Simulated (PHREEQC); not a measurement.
**Ultrapure water in contact with air or piping: speciation**

Model water analysis in mg/kgw, 25 °C, pH 6.25, pe 12.7: Na 0.0338; K 7.48e-05; Ca 0.153; Mg 0.0518; Cl 0.192; S(6) as SO4 0.171; Alkalinity as HCO3 0.279; N(5) as NO3 0.000124; Br 0.00323; B 0.000711.

Valence states are taken as typed.

The numbers come from PHREEQC with the ion-association model, wateq4f.dat.

This is a speciation only: nothing precipitates in the calculation.

Problem. Predict the charge-balance error.

Solution. charge-balance error -0.8 %.

Problem. In which forms is C present?

Solution. CO2 56 %, HCO3- 44 % of the C.
